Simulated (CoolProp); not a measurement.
Saturation properties of CH3F (R41) (Tc = 44.1 °C, pc = 5.906 MPa, ω = 0.200).

Model: reference Helmholtz-energy equation of state, Lemmon 2006, in CoolProp. It is a short technical equation, of lower accuracy than the large ones.

```json
[
 {"T (°C)": "-68.55", "p (MPa)": "0.1690", "liquid density (kg/m³)": "860.3", "vapour density (kg/m³)": "3.591", "enthalpy of vaporisation (kJ/kg)": "473.6", "surface tension (mN/m)": "14.0"},
 {"T (°C)": "-66.55", "p (MPa)": "0.1863", "liquid density (kg/m³)": "856.0", "vapour density (kg/m³)": "3.936", "enthalpy of vaporisation (kJ/kg)": "470.7", "surface tension (mN/m)": "13.7"},
 {"T (°C)": "-64.55", "p (MPa)": "0.2051", "liquid density (kg/m³)": "851.6", "vapour density (kg/m³)": "4.307", "enthalpy of vaporisation (kJ/kg)": "467.6", "surface tension (mN/m)": "13.3"},
 {"T (°C)": "-62.55", "p (MPa)": "0.2252", "liquid density (kg/m³)": "847.2", "vapour density (kg/m³)": "4.705", "enthalpy of vaporisation (kJ/kg)": "464.6", "surface tension (mN/m)": "13.0"},
 {"T (°C)": "-60.55", "p (MPa)": "0.2468", "liquid density (kg/m³)": "842.7", "vapour density (kg/m³)": "5.131", "enthalpy of vaporisation (kJ/kg)": "461.5", "surface tension (mN/m)": "12.7"},
 {"T (°C)": "-58.55", "p (MPa)": "0.2700", "liquid density (kg/m³)": "838.2", "vapour density (kg/m³)": "5.587", "enthalpy of vaporisation (kJ/kg)": "458.3", "surface tension (mN/m)": "12.4"},
 {"T (°C)": "-56.55", "p (MPa)": "0.2949", "liquid density (kg/m³)": "833.7", "vapour density (kg/m³)": "6.074", "enthalpy of vaporisation (kJ/kg)": "455.1", "surface tension (mN/m)": "12.1"},
 {"T (°C)": "-54.55", "p (MPa)": "0.3215", "liquid density (kg/m³)": "829.1", "vapour density (kg/m³)": "6.593", "enthalpy of vaporisation (kJ/kg)": "451.9", "surface tension (mN/m)": "11.8"},
 {"T (°C)": "-52.55", "p (MPa)": "0.3499", "liquid density (kg/m³)": "824.5", "vapour density (kg/m³)": "7.147", "enthalpy of vaporisation (kJ/kg)": "448.6", "surface tension (mN/m)": "11.5"},
 {"T (°C)": "-50.55", "p (MPa)": "0.3802", "liquid density (kg/m³)": "819.8", "vapour density (kg/m³)": "7.737", "enthalpy of vaporisation (kJ/kg)": "445.2", "surface tension (mN/m)": "11.2"},
 {"T (°C)": "-48.45", "p (MPa)": "0.4141", "liquid density (kg/m³)": "814.8", "vapour density (kg/m³)": "8.398", "enthalpy of vaporisation (kJ/kg)": "441.6", "surface tension (mN/m)": "10.9"},
 {"T (°C)": "-46.45", "p (MPa)": "0.4485", "liquid density (kg/m³)": "810.1", "vapour density (kg/m³)": "9.067", "enthalpy of vaporisation (kJ/kg)": "438.1", "surface tension (mN/m)": "10.6"},
 {"T (°C)": "-44.45", "p (MPa)": "0.4850", "liquid density (kg/m³)": "805.2", "vapour density (kg/m³)": "9.779", "enthalpy of vaporisation (kJ/kg)": "434.6", "surface tension (mN/m)": "10.4"},
 {"T (°C)": "-42.45", "p (MPa)": "0.5237", "liquid density (kg/m³)": "800.4", "vapour density (kg/m³)": "10.53", "enthalpy of vaporisation (kJ/kg)": "431.0", "surface tension (mN/m)": "10.1"}
]
```

It boils at -78.4 °C under 1 atm.

Surface tension comes from a separate correlation (Mulero 2012).
